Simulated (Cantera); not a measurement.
# Reactions in the system C-H-Ta

Cantera with NASA thermochemical tables; ideal gases at 1 bar, condensed phases pure. Values are per mole of reaction as written; species without (g) are pure solids or liquids, kept so even where they would boil at 1 bar. TaC: taken at fixed stoichiometry.

2 TaC + 3 H₂(g) = 2 CH₃(g) + 2 Ta

| T (K) | ΔH° (kJ) | ΔS° (J/K) | ΔG° (kJ) | log10 K |
|---|---|---|---|---|
| 1525 | 553.8 | -49.2 | 628.8 | -21.54 |
| 1575 | 553.2 | -49.6 | 631.3 | -20.94 |
| 1625 | 552.6 | -50.0 | 633.8 | -20.37 |
| 1675 | 552.0 | -50.3 | 636.3 | -19.84 |
| 1725 | 551.4 | -50.7 | 638.8 | -19.34 |
| 1775 | 550.8 | -51.0 | 641.3 | -18.87 |
| 1825 | 550.2 | -51.4 | 643.9 | -18.43 |
| 1875 | 549.6 | -51.7 | 646.5 | -18.01 |
| 1925 | 549.0 | -52.0 | 649.1 | -17.61 |
| 1975 | 548.5 | -52.3 | 651.7 | -17.24 |
